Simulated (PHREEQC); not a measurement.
Hard or scaling water

Solution (25 °C): 0.00038 mol/kgw CaSO4, 3e-05 mol/kgw CO2 and 7.2e-05 mol/kgw NaCl. Closed to the air; pH follows from the charge balance.

Computed with PHREEQC (ion-association model, phreeqc.dat).

Each row changes one thing in this solution. Precipitation was switched off in this run.

```csv
case,pH,CaSO4 (mol/kgw),NaSO4- (mol/kgw),HSO4- (mol/kgw),CaHSO4+ (mol/kgw),CaOH+ (mol/kgw),SI of Gypsum (CaSO4:2H2O),SI of Halite (NaCl)
as made,5.47,1.66e-5,1.10e-7,1.05e-7,3.87e-10,1.57e-11,-2.45,-9.89
CO2 left out,7.00,1.66e-5,1.10e-7,3.09e-9,1.14e-11,5.33e-10,-2.45,-9.89
8.4e-05 mol/kgw ZnCl2 added,5.47,1.61e-5,1.08e-7,1.04e-7,3.78e-10,1.54e-11,-2.46,-9.37
CaSO4 from 0.00038 to 0.000418 mol/kgw,5.47,1.97e-5,1.20e-7,1.14e-7,4.58e-10,1.71e-11,-2.37,-9.90
NaCl from 7.2e-05 to 0.00036 mol/kgw,5.47,1.62e-5,5.42e-7,1.04e-7,3.77e-10,1.55e-11,-2.46,-8.50
```

Species that the database lacks are ignored.
